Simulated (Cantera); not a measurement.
Input (Python, Cantera):

```python
import numpy as np
import cantera as ct

gas = ct.Solution("gri30.yaml")
gas.TPX = 1423, 29000, {'H2': 1.2, 'O2': 1, 'N2': 3.8}
reactor = ct.IdealGasConstPressureReactor(gas, energy="off", clone=False)
net = ct.ReactorNet([reactor])
net.rtol, net.atol = 1e-08, 1e-18
show = ['H2', 'O2', 'NO', 'H', 'N2O']
times = np.geomspace(1e-05, 50, 9)

steps = ct.SolutionArray(gas, extra=["t"])
rows = []
print(f"{'t/s':>10s}{'T/K':>9s}{'P/Pa':>11s}" + "".join(f"{s:>11s}" for s in show))
for t in times:
    while net.time < t:
        t_next = net.step()
        steps.append(gas.state, t=t_next)
    rows.append([np.interp(t, steps.t, y) for y in (steps.T, steps.P, *steps(*show).X.T)])
    print(f"{t:10.3e}{rows[-1][0]:9.1f}{rows[-1][1]:11.4g}" + "".join(f"{x:11.3e}" for x in rows[-1][2:]))
rate = np.gradient(steps.T, steps.t)
print("integrator steps:", len(steps.t))
if steps.T.max() > steps.T[0] + 200:
    print(f"time of steepest temperature rise: {steps.t[rate.argmax()]:.4e} s")
gas.TPX = 1423, 29000, {'H2': 1.2, 'O2': 1, 'N2': 3.8}
gas.equilibrate("TP")
print(f"equilibrium (TP): T = {gas.T:.1f} K  " + "  ".join(f"{s} {gas[s].X[0]:.3e}" for s in show))
```

It prints:

```
       t/s      T/K       P/Pa         H2         O2         NO          H        N2O
 1.000e-05   1423.0    2.9e+04  2.000e-01  1.667e-01  3.148e-16  7.205e-07  9.780e-14
 6.877e-05   1423.0    2.9e+04  3.794e-02  9.006e-02  1.437e-06  7.958e-02  1.555e-08
 4.729e-04   1423.0    2.9e+04  8.129e-03  7.496e-02  2.454e-05  9.381e-03  5.744e-08
 3.252e-03   1423.0    2.9e+04  1.834e-04  7.387e-02  2.567e-05  2.769e-05  1.412e-07
 2.236e-02   1423.0    2.9e+04  7.379e-06  7.402e-02  2.567e-05  2.446e-07  1.581e-07
 1.538e-01   1423.0    2.9e+04  1.161e-06  7.404e-02  2.568e-05  1.591e-08  8.128e-08
 1.057e+00   1423.0    2.9e+04  9.757e-07  7.404e-02  2.568e-05  1.227e-08  1.500e-08
 7.271e+00   1423.0    2.9e+04  9.757e-07  7.404e-02  2.569e-05  1.227e-08  1.483e-08
 5.000e+01   1423.0    2.9e+04  9.757e-07  7.404e-02  2.573e-05  1.227e-08  1.483e-08
integrator steps: 1838
equilibrium (TP): T = 1423.0 K  H2 9.772e-07  O2 7.383e-02  NO 4.632e-04  H 1.228e-08  N2O 1.483e-08
```

Model: GRI-Mech 3.0 (53 species, 325 reactions), integrated in Cantera. The temperature is held fixed by assumption; the heat of reaction is taken as removed at once.
